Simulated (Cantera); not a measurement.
A closed system holds: 1 mol Al, 2.5 mol NH3, 92 mol H2, held at 1525 °C and 2400000 Pa.

These are equilibrium values from Cantera (NASA tables, ideal gas, pure condensed phases), not measurements of a reactor. Candidate condensed phases: Al, AlN; 13 gas species. The numbers say what is thermodynamically allowed, not how fast it happens.

Problem. What is the equilibrium state?

Solution. 
```json
{
  "x(H2)": "0.992",
  "x(N2)": "0.00774",
  "x(H)": "7.17e-5",
  "x(NH3)": "6.11e-5",
  "n(AlN(s))": "1.000 mol",
  "gas_amount": "96.50 mol",
  "log10 activity of Al(l) (absent)": "-3.07"
}
```
